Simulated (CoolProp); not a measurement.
Computed with CoolProp (reference Helmholtz-energy equation of state, Thol 2014).

**Question.** Give the vapour pressure (MPa), vapour density (kg/m³), enthalpy of vaporisation (kJ/kg), surface tension (mN/m) of saturated chloromethane (R40) at 38.45 °C.

**Answer.** 
```
T (°C)  p (MPa)  vapour density (kg/m³)  enthalpy of vaporisation (kJ/kg)  surface tension (mN/m)
------  -------  ----------------------  --------------------------------  ----------------------
38.45     0.838                    18.9                               357                    13.3
```

Surface tension comes from a separate correlation (Mulero 2014).
